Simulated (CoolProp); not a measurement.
CH2F2 (R32) at several states: density (kg/m³) from the reference equation and from simpler models built on Tc = 78.1 °C, pc = 5.783 MPa, ω = 0.277; each cubic takes its own stable root.

The numbers come from the reference Helmholtz-energy equation of state, Tillner-Roth 1997 in CoolProp.

| T (°C) | p (MPa) | phase | reference | van der Waals | Redlich-Kwong | Soave-Redlich-Kwong | Peng-Robinson |
|---|---|---|---|---|---|---|---|
| -25.35 | 1.91 | liquid | 1141 | 588.5 | 852.5 | 889.9 | 1007 |
| 159.75 | 4.93 | gas | 84.80 | 85.72 | 85.24 | 82.48 | 84.66 |
| 22.45 | 4.14 | liquid | 986.2 | 517.4 | 719.1 | 756.3 | 856.6 |
| -87.95 | 0.191 | liquid | 1309 | 6.751 | 985.6 | 1011 | 1139 |
| 47.95 | 13.1 | liquid | 938.0 | 538.6 | 706.8 | 724.8 | 814.3 |

At some of these states van der Waals gives the other phase, because its saturation line lies elsewhere.
